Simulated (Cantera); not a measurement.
A freely propagating, adiabatic, planar premixed flame of 3.35 % CH4, 2.25 % C2H6, 2.01 % C3H8, 17.6 % O2, 66.1 % N2, 8.72 % H2O, equivalence ratio 1.4, unburnt at 598 K and 280000 Pa; unity-Lewis-number transport, grid criteria slope 0.08 and curve 0.16, no radiation.

Cantera simulation using GRI-Mech 3.0 (53 species, 325 reactions); the numbers are that mechanism's predictions, not measurements. GRI-Mech 3.0 was tuned for natural gas; its chemistry of propane as a main component is partial and can be far from experiment. Unity Lewis numbers drop preferential diffusion, which matters most where H2 and H carry the flame. Burning velocities carry a grid error of a few per cent, more on coarse grids.

x: mole fraction of selected species; z is measured from the peak of heat release.

```json
[
 {"z (mm)": "-0.827", "T (K)": "600", "u (m/s)": "0.378", "x CH4": "0.0335", "x C2H6": "0.0224", "x C3H8": "0.0201", "x OH": "<1e-8", "x H2O2": "4.11e-7", "x NO": "<1e-8"},
 {"z (mm)": "-0.551", "T (K)": "608", "u (m/s)": "0.384", "x CH4": "0.0333", "x C2H6": "0.0223", "x C3H8": "0.0199", "x OH": "<1e-8", "x H2O2": "2.04e-6", "x NO": "3.26e-8"},
 {"z (mm)": "-0.413", "T (K)": "634", "u (m/s)": "0.401", "x CH4": "0.0328", "x C2H6": "0.0217", "x C3H8": "0.0194", "x OH": "<1e-8", "x H2O2": "6.96e-6", "x NO": "1.38e-7"},
 {"z (mm)": "-0.276", "T (K)": "756", "u (m/s)": "0.482", "x CH4": "0.0302", "x C2H6": "0.0192", "x C3H8": "0.0170", "x OH": "2.03e-8", "x H2O2": "2.71e-5", "x NO": "1.01e-6"},
 {"z (mm)": "-0.138", "T (K)": "1185", "u (m/s)": "0.783", "x CH4": "0.0209", "x C2H6": "0.0101", "x C3H8": "0.00815", "x OH": "4.69e-6", "x H2O2": "4.45e-5", "x NO": "9.51e-6"},
 {"z (mm)": "-0.0689", "T (K)": "?", "u (m/s)": "1.05", "x CH4": "?", "x C2H6": "?", "x C3H8": "?", "x OH": "?", "x H2O2": "?", "x NO": "?"},
 {"z (mm)": "0", "T (K)": "1870", "u (m/s)": "1.30", "x CH4": "0.00405", "x C2H6": "0.000138", "x C3H8": "2.14e-5", "x OH": "0.000774", "x H2O2": "1.28e-6", "x NO": "3.25e-5"},
 {"z (mm)": "0.0689", "T (K)": "2017", "u (m/s)": "1.40", "x CH4": "0.000667", "x C2H6": "1.56e-6", "x C3H8": "<1e-8", "x OH": "0.00166", "x H2O2": "2.85e-7", "x NO": "5.07e-5"},
 {"z (mm)": "0.138", "T (K)": "2059", "u (m/s)": "1.43", "x CH4": "0.000141", "x C2H6": "6.08e-8", "x C3H8": "<1e-8", "x OH": "0.00169", "x H2O2": "1.07e-7", "x NO": "6.52e-5"},
 {"z (mm)": "0.276", "T (K)": "2081", "u (m/s)": "1.45", "x CH4": "2.15e-5", "x C2H6": "<1e-8", "x C3H8": "<1e-8", "x OH": "0.00124", "x H2O2": "4.01e-8", "x NO": "7.97e-5"},
 {"z (mm)": "0.551", "T (K)": "2092", "u (m/s)": "1.45", "x CH4": "3.54e-6", "x C2H6": "<1e-8", "x C3H8": "<1e-8", "x OH": "0.000768", "x H2O2": "1.59e-8", "x NO": "8.99e-5"},
 {"z (mm)": "1.10", "T (K)": "2099", "u (m/s)": "1.46", "x CH4": "?", "x C2H6": "<1e-8", "x C3H8": "<1e-8", "x OH": "?", "x H2O2": "<1e-8", "x NO": "9.57e-5"},
 {"z (mm)": "2.20", "T (K)": "2102", "u (m/s)": "1.46", "x CH4": "1.33e-7", "x C2H6": "<1e-8", "x C3H8": "<1e-8", "x OH": "0.000281", "x H2O2": "<1e-8", "x NO": "9.84e-5"}
]
```

### Question
Complete the blanks.

### Answer

- -0.0689, T (K): 1541
- -0.0689, x CH4: 0.0128
- -0.0689, x C2H6: 0.00330
- -0.0689, x C3H8: 0.00196
- -0.0689, x OH: 7.67e-5
- -0.0689, x H2O2: 6.73e-6
- -0.0689, x NO: 1.96e-5
- 1.10, x CH4: 6.79e-7
- 1.10, x OH: 0.000451
